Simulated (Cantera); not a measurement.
Input (Python, Cantera):

```python
import numpy as np
import cantera as ct

gas = ct.Solution("gri30.yaml")
gas.TPX = 1350, 13332, {'H2': 0.81, 'O2': 1, 'N2': 7.5}
reactor = ct.IdealGasConstPressureReactor(gas, energy="off", clone=False)
net = ct.ReactorNet([reactor])
net.rtol, net.atol = 1e-08, 1e-18
show = ['H2', 'O2', 'H2O', 'NO2', 'H2O2', 'NO']
times = np.geomspace(2e-05, 80, 13)

steps = ct.SolutionArray(gas, extra=["t"])
rows = []
print(f"{'t/s':>10s}{'T/K':>9s}{'P/Pa':>11s}" + "".join(f"{s:>11s}" for s in show))
for t in times:
    while net.time < t:
        t_next = net.step()
        steps.append(gas.state, t=t_next)
    rows.append([np.interp(t, steps.t, y) for y in (steps.T, steps.P, *steps(*show).X.T)])
    print(f"{t:10.3e}{rows[-1][0]:9.1f}{rows[-1][1]:11.4g}" + "".join(f"{x:11.3e}" for x in rows[-1][2:]))
rate = np.gradient(steps.T, steps.t)
print("integrator steps:", len(steps.t))
if steps.T.max() > steps.T[0] + 200:
    print(f"time of steepest temperature rise: {steps.t[rate.argmax()]:.4e} s")
gas.TPX = 1350, 13332, {'H2': 0.81, 'O2': 1, 'N2': 7.5}
gas.equilibrate("TP")
print(f"equilibrium (TP): T = {gas.T:.1f} K  " + "  ".join(f"{s} {gas[s].X[0]:.3e}" for s in show))
```

It prints:

```
       t/s      T/K       P/Pa         H2         O2        H2O        NO2       H2O2         NO
 2.000e-05   1350.0  1.333e+04  8.700e-02  1.074e-01  1.098e-08  1.082e-24  4.709e-11  3.856e-18
 7.099e-05   1350.0  1.333e+04  8.700e-02  1.074e-01  6.124e-07  8.034e-22  5.552e-10  2.793e-16
 2.520e-04   1350.0  1.333e+04  7.577e-02  1.021e-01  7.722e-03  5.006e-14  8.347e-08  1.868e-09
 8.944e-04   1350.0  1.333e+04  6.992e-03  6.663e-02  6.674e-02  2.177e-10  4.032e-07  6.342e-06
 3.175e-03   1350.0  1.333e+04  3.041e-03  6.610e-02  8.292e-02  8.238e-10  4.264e-07  1.274e-05
 1.127e-02   1350.0  1.333e+04  3.409e-04  6.651e-02  9.001e-02  4.956e-09  1.852e-07  1.357e-05
 4.000e-02   1350.0  1.333e+04  2.500e-05  6.674e-02  9.080e-02  1.863e-08  3.726e-08  1.357e-05
 1.420e-01   1350.0  1.333e+04  3.290e-06  6.678e-02  9.091e-02  1.999e-08  7.868e-09  1.358e-05
 5.040e-01   1350.0  1.333e+04  6.843e-07  6.680e-02  9.094e-02  1.699e-08  2.029e-09  1.358e-05
 1.789e+00   1350.0  1.333e+04  2.402e-07  6.680e-02  9.095e-02  2.240e-08  8.044e-10  1.358e-05
 6.350e+00   1350.0  1.333e+04  1.981e-07  6.680e-02  9.095e-02  2.482e-08  6.812e-10  1.357e-05
 2.254e+01   1350.0  1.333e+04  1.980e-07  6.680e-02  9.095e-02  2.483e-08  6.809e-10  1.357e-05
 8.000e+01   1350.0  1.333e+04  1.980e-07  6.680e-02  9.095e-02  2.484e-08  6.809e-10  1.358e-05
integrator steps: 1987
equilibrium (TP): T = 1350.0 K  H2 1.982e-07  O2 6.665e-02  H2O 9.095e-02  NO2 5.793e-07  H2O2 6.801e-10  NO 3.170e-04
```

Computed with Cantera and GRI-Mech 3.0 (53 species, 325 reactions). The temperature is held fixed by assumption; the heat of reaction is taken as removed at once.
